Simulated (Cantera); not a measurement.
Cantera run, input and output.

```python
import numpy as np
import cantera as ct

gas = ct.Solution("h2o2.yaml")
gas.TPX = 900, 2666, {'H2': 0.16, 'O2': 1}
reactor = ct.IdealGasConstPressureReactor(gas, energy="off", clone=False)
net = ct.ReactorNet([reactor])
net.rtol, net.atol = 1e-08, 1e-18
show = ['H2', 'O2', 'O', 'HO2', 'H', 'OH']
times = np.geomspace(1e-05, 5, 10)

steps = ct.SolutionArray(gas, extra=["t"])
rows = []
print(f"{'t/s':>10s}{'T/K':>9s}{'P/Pa':>11s}" + "".join(f"{s:>11s}" for s in show))
for t in times:
    while net.time < t:
        t_next = net.step()
        steps.append(gas.state, t=t_next)
    rows.append([np.interp(t, steps.t, y) for y in (steps.T, steps.P, *steps(*show).X.T)])
    print(f"{t:10.3e}{rows[-1][0]:9.1f}{rows[-1][1]:11.4g}" + "".join(f"{x:11.3e}" for x in rows[-1][2:]))
rate = np.gradient(steps.T, steps.t)
print("integrator steps:", len(steps.t))
if steps.T.max() > steps.T[0] + 200:
    print(f"time of steepest temperature rise: {steps.t[rate.argmax()]:.4e} s")
gas.TPX = 900, 2666, {'H2': 0.16, 'O2': 1}
gas.equilibrate("TP")
print(f"equilibrium (TP): T = {gas.T:.1f} K  " + "  ".join(f"{s} {gas[s].X[0]:.3e}" for s in show))
```

Output:

```
       t/s      T/K       P/Pa         H2         O2          O        HO2          H         OH
 1.000e-05    900.0       2666  1.379e-01  8.621e-01  3.288e-14  1.103e-12  1.069e-12  2.946e-14
 4.298e-05    900.0       2666  1.379e-01  8.621e-01  5.490e-13  4.780e-12  4.395e-12  3.685e-13
 1.847e-04    900.0       2666  1.379e-01  8.621e-01  8.499e-12  2.133e-11  2.185e-11  3.366e-12
 7.937e-04    900.0       2666  1.379e-01  8.621e-01  3.766e-10  1.535e-10  6.430e-10  1.201e-10
 3.411e-03    900.0       2666  1.372e-01  8.617e-01  1.711e-04  1.337e-05  2.938e-04  5.758e-05
 1.466e-02    900.0       2666  1.847e-03  8.513e-01  5.161e-04  1.756e-05  1.099e-04  2.810e-04
 6.300e-02    900.0       2666  2.908e-04  8.518e-01  5.274e-05  4.500e-06  2.678e-06  5.981e-05
 2.707e-01    900.0       2666  3.099e-05  8.518e-01  5.323e-06  7.617e-07  9.207e-08  2.023e-05
 1.163e+00    900.0       2666  1.477e-06  8.518e-01  4.027e-07  6.366e-08  1.939e-09  6.358e-06
 5.000e+00    900.0       2666  2.939e-08  8.519e-01  4.145e-08  5.991e-09  5.458e-11  2.094e-06
integrator steps: 1490
equilibrium (TP): T = 900.0 K  H2 3.165e-12  O2 8.519e-01  O 3.063e-11  HO2 2.215e-10  H 1.282e-15  OH 5.626e-08
```

Model: the H2/O2 subset of GRI-Mech 3.0, which has no nitrogen chemistry, integrated in Cantera. Radical loss at walls, strong at low pressure, is not modelled. Below about 950 K walls govern HO2 and H2O2 in real vessels. The temperature is held fixed by assumption; the heat of reaction is taken as removed at once.
